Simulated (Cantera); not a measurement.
Input (Python, Cantera):

```python
import numpy as np
import cantera as ct

gas = ct.Solution("h2o2.yaml")
gas.TPX = 950, 280, {'H2': 0.0085, 'O2': 1, 'N2': 1.1}
reactor = ct.IdealGasConstPressureReactor(gas, energy="off", clone=False)
net = ct.ReactorNet([reactor])
net.rtol, net.atol = 1e-08, 1e-18
show = ['H2', 'O2', 'H2O2', 'H2O', 'HO2', 'H', 'O']
times = np.geomspace(0.0005, 30, 11)

steps = ct.SolutionArray(gas, extra=["t"])
rows = []
print(f"{'t/s':>10s}{'T/K':>9s}{'P/Pa':>11s}" + "".join(f"{s:>11s}" for s in show))
for t in times:
    while net.time < t:
        t_next = net.step()
        steps.append(gas.state, t=t_next)
    rows.append([np.interp(t, steps.t, y) for y in (steps.T, steps.P, *steps(*show).X.T)])
    print(f"{t:10.3e}{rows[-1][0]:9.1f}{rows[-1][1]:11.4g}" + "".join(f"{x:11.3e}" for x in rows[-1][2:]))
rate = np.gradient(steps.T, steps.t)
print("integrator steps:", len(steps.t))
if steps.T.max() > steps.T[0] + 200:
    print(f"time of steepest temperature rise: {steps.t[rate.argmax()]:.4e} s")
gas.TPX = 950, 280, {'H2': 0.0085, 'O2': 1, 'N2': 1.1}
gas.equilibrate("TP")
print(f"equilibrium (TP): T = {gas.T:.1f} K  " + "  ".join(f"{s} {gas[s].X[0]:.3e}" for s in show))
```

Result:

```
       t/s      T/K       P/Pa         H2         O2       H2O2        H2O        HO2          H          O
 5.000e-04    950.0        280  4.031e-03  4.743e-01  5.286e-19  1.521e-15  4.616e-13  4.055e-13  5.700e-14
 1.502e-03    950.0        280  4.031e-03  4.743e-01  4.763e-18  3.518e-14  1.388e-12  9.808e-13  4.380e-13
 4.514e-03    950.0        280  4.031e-03  4.743e-01  4.302e-17  6.623e-13  4.180e-12  1.991e-12  2.821e-12
 1.356e-02    950.0        280  4.031e-03  4.743e-01  3.893e-16  9.897e-12  1.262e-11  4.938e-12  1.737e-11
 4.076e-02    950.0        280  4.031e-03  4.743e-01  3.558e-15  2.002e-10  3.893e-11  3.545e-11  2.010e-10
 1.225e-01    950.0        280  4.031e-03  4.743e-01  5.552e-14  5.823e-08  4.638e-10  8.166e-09  4.983e-08
 3.680e-01    950.0        280  4.749e-04  4.715e-01  9.948e-09  3.093e-03  4.836e-07  6.046e-04  2.213e-03
 1.106e+00    950.0        280  1.373e-05  4.716e-01  1.410e-09  3.879e-03  2.482e-07  1.810e-04  2.155e-03
 3.323e+00    950.0        280  6.235e-06  4.724e-01  1.391e-09  3.968e-03  1.797e-07  5.656e-05  1.004e-03
 9.984e+00    950.0        280  1.529e-06  4.730e-01  1.298e-09  4.017e-03  9.379e-08  7.084e-06  2.529e-04
 3.000e+01    950.0        280  2.310e-07  4.732e-01  9.924e-10  4.032e-03  3.399e-08  4.458e-07  4.003e-05
integrator steps: 1342
equilibrium (TP): T = 950.0 K  H2 2.035e-12  O2 4.732e-01  H2O2 2.112e-13  H2O 4.039e-03  HO2 3.412e-11  H 1.510e-14  O 4.158e-10
```

Model: the H2/O2 subset of GRI-Mech 3.0, which has no nitrogen chemistry, integrated in Cantera. Radical loss at walls, strong at low pressure, is not modelled.
